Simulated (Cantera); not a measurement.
Gas mixture: NO : CO2 = 0.5 : 0.46 (molar parts), at 0.000170 bar, frozen composition.

Cantera's kinetic-theory transport with the Lennard-Jones parameters of GRI-Mech 3.0, ideal gas; thermal conductivity in the mixture-averaged form. The composition is frozen, though it would react at the higher temperatures.

D: mixture-averaged diffusion coefficient of that species in the mixture.

```csv
T (K),ρ (kg/m³),cp (J/kg/K),μ (µPa s),λ (mW/m/K),Pr,D (cm²/s) H2O,D (cm²/s) H,D (cm²/s) NH3
400,0.000188,963.7,21.3,28.8,0.713,…,11000,1930
550,0.000136,1039,27.3,39.6,0.717,…,19300,3530
700,0.000107,1102,32.7,49.9,0.721,…,29400,5490
850,8.83e-5,1151,37.5,59.7,0.724,…,40900,7780
1000,7.51e-5,1191,42.0,68.9,0.726,…,53900,10400
1150,6.53e-5,1220,46.2,77.6,0.726,…,68100,13200
1300,5.77e-5,1244,50.2,85.9,0.726,…,83700,16300
```

**Question.** What belongs in the gaps?

**Answer.** 
- 400, D (cm²/s) H2O: 1980
- 550, D (cm²/s) H2O: 3660
- 700, D (cm²/s) H2O: 5730
- 850, D (cm²/s) H2O: 8160
- 1000, D (cm²/s) H2O: 10900
- 1150, D (cm²/s) H2O: 14000
- 1300, D (cm²/s) H2O: 17300
